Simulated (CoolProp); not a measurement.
Model: reference Helmholtz-energy equation of state, Lemmon 2009, in CoolProp.

Problem. For propane, give the phase and the Joule-Thomson coefficient (K/MPa), expansivity (1/kK), fugacity coefficient at 273.4 K and 1.04 MPa.

Solution. 
- 273.4 K and 1.04 MPa: liquid; Joule-Thomson coefficient -0.224, expansivity 2.58, fugacity coefficient 0.423
